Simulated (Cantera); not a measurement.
What does this Cantera script print?

```python
import numpy as np
import cantera as ct

gas_names = """
    ALCL N2
""".split()
cond_names = """
    ALCL3(s) ALCL3(L) ALN(s)
""".split()


# ... load() reads the species with a 1 bar reference pressure and builds the phases ...
species = {s.name: s for s in load("nasa_gas.yaml", gas_names) + load("nasa_condensed.yaml", cond_names)}
# Each term lists the table entries of one substance; the one whose range holds T is used.
reactions = {
    '3 AlCl(g) + N2(g) = AlCl3 + 2 AlN':
        [(-3, ['ALCL']), (-1, ['N2']), (1, ['ALCL3(s)', 'ALCL3(L)']), (2, ['ALN(s)'])],
}


def pick(names, T):
    return next(species[n] for n in names if species[n].thermo.min_temp <= T <= species[n].thermo.max_temp)


results = []
for label, terms in reactions.items():
    print(label)
    print("     T/K   dH/kJ  dS/(J/K)   dG/kJ   log10 K")
    for T in [400, 425, 450, 475, 500, 525, 550]:
        used = [(nu, pick(names, T)) for nu, names in terms]
        dH = sum(nu * s.thermo.h(T) for nu, s in used) / 1e6
        dS = sum(nu * s.thermo.s(T) for nu, s in used) / 1e3
        dG = dH - T * dS / 1e3
        logK = -dG * 1e6 / (ct.gas_constant * T * np.log(10))
        results.append((label, T, dH, dS, dG, logK, [s.name for _, s in used]))
        print(f"{T:8g} {dH:8.1f} {dS:8.1f} {dG:8.1f} {logK:8.2f}")
```

Output:

```
3 AlCl(g) + N2(g) = AlCl3 + 2 AlN
     T/K   dH/kJ  dS/(J/K)   dG/kJ   log10 K
     400  -1184.4   -717.9   -897.2   117.17
     425  -1183.4   -715.5   -879.3   108.07
     450  -1182.4   -713.1   -861.5    99.99
     475  -1145.7   -634.3   -844.4    92.85
     500  -1144.0   -630.8   -828.6    86.56
     525  -1142.3   -627.5   -812.8    80.87
     550  -1140.5   -624.2   -797.2    75.71
```

Source: NASA polynomial tables (part measured, part estimated), evaluated in Cantera. Condensed species are held in their standard states even where they would react or evaporate.
